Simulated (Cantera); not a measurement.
Standard-state values (1 bar) from the NASA 1993 polynomials, evaluated with Cantera. Values are per mole of reaction as written; species without (g) are pure solids or liquids, kept so even where they would boil at 1 bar.

Ta + 6 C₂H₅OH(g) = 4 OH(g) + TaO₂(g) + 4 C₃H₈(g)

```csv
T (K),ΔH° (kJ),ΔS° (J/K),ΔG° (kJ),log10 K
350,…,…,…,…
425,951.8,383.6,788.8,-96.94
500,953.4,387.1,759.9,-79.38
575,954.5,389.1,730.8,-66.38
650,955.0,390.0,701.5,-56.37
725,…,…,…,…
800,955.2,390.2,643.0,-41.98
```

Question: Fill in the missing entries.

Answer: 
- 350, ΔH° (kJ): 949.5
- 350, ΔS° (J/K): 377.6
- 350, ΔG° (kJ): 817.3
- 350, log10 K: -121.98
- 725, ΔH° (kJ): 955.2
- 725, ΔS° (J/K): 390.3
- 725, ΔG° (kJ): 672.3
- 725, log10 K: -48.43
